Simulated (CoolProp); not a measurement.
A single-stage vapour-compression cycle with fluoroethane (R161): evaporating at 199.15 K (dew point), condensing at 257.15 K (bubble point), superheat 5 K, subcooling 5 K, compressor efficiency 0.9, no pressure losses. Each further row changes one setting.

Computed with CoolProp (reference Helmholtz-energy equation of state, Wu 2012).

```csv
case,cooling COP,pressure ratio,discharge temperature (K),refrigerating effect (kJ/kg),volumetric capacity (kJ/m³)
as stated,2.51,18.7,333.2,363,137
evaporating temperature 204.15 K,2.88,13.5,324.1,368,189
condensing temperature 252.15 K,2.80,15.5,324.1,373,141
subcooling 10 K,2.58,18.7,333.2,373,141
superheat 15 K,2.47,18.7,344.9,373,134
compressor efficiency 0.8,2.23,18.7,346.1,363,137
```
